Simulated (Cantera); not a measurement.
Input: 1 mol MgCO3, 5.9 mol O2, 39 mol N2, 0.067 mol SO2, held at 1 atm.

Method: chemical equilibrium by Gibbs-energy minimisation in Cantera with the NASA 1993 tables (ideal gas, pure condensed phases). Candidate condensed phases: C, Mg, MgCO3, MgO, MgS, MgSO4, S; 40 gas species. Mutual solubility and eutectic melting of coexisting phases are not modelled. Rates play no part.

Question: Which condensed phases are stable at each of these points (T (K)): 1100, 1150, 1200, 1250, 1300, 1350, 1400, 1450, 1500, 1550, 1600, 1650, 1700, 1750?

Answer: 
```
T (K)   condensed phases  Mg condensed (%)
-----  -----------------  ----------------
1100   MgO(s) + MgSO4(s)             100.0
1150              MgO(s)             100.0
1200              MgO(s)             100.0
1250              MgO(s)             100.0
1300              MgO(s)             100.0
1350              MgO(s)             100.0
1400              MgO(s)             100.0
1450              MgO(s)             100.0
1500              MgO(s)             100.0
1550              MgO(s)             100.0
1600              MgO(s)             100.0
1650              MgO(s)             100.0
1700              MgO(s)             100.0
1750              MgO(s)             100.0
```

At 1100 K the condensed part is MgO(s) + MgSO4(s). From 1150 K to 1750 K the condensed part is MgO(s).
